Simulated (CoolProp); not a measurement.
Saturation properties of decamethyltetrasiloxane (MD2M).

Values from CoolProp's reference Helmholtz-energy equation of state, Thol 2017.

| T (°C) | p (MPa) | vapour density (kg/m³) |
|---|---|---|
| 193.95 | 0.1001 | 8.640 |
| 202.75 | 0.1234 | 10.59 |
| 211.55 | 0.1507 | 12.90 |
| 220.35 | 0.1823 | 15.59 |
| 229.15 | 0.2188 | 18.75 |
| 237.95 | 0.2607 | 22.44 |
| 246.75 | 0.3085 | 26.76 |
| 255.55 | 0.3627 | 31.82 |
| 264.35 | 0.4239 | 37.78 |
| 273.15 | 0.4928 | 44.86 |
| 281.95 | 0.5703 | 53.40 |
| 290.75 | 0.6573 | 63.91 |

It boils at 194.4 °C under 1 atm.
